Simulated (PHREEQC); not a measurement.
City or well water

A made-up water analysis in mg/L, 25 °C, pH 7.69, pe 10.2:

```csv
constituent,mg/L
Na,49.1
K,34.3
Ca,25.7
Mg,4.07
Cl,66.5
S(6) as SO4,41.5
Alkalinity as HCO3,114
Si as SiO2,0.358
```

Valence states are taken as typed.

The numbers come from PHREEQC with the ion-association model, wateq4f.dat.

Precipitation was switched off in this run.

Q: Estimate the charge-balance error.

A: charge-balance error 0.2 %.

Q: In which forms is Ca present?

A: Ca+2 94 %, CaSO4 3.9 %, CaHCO3+ 1.6 % of the Ca.
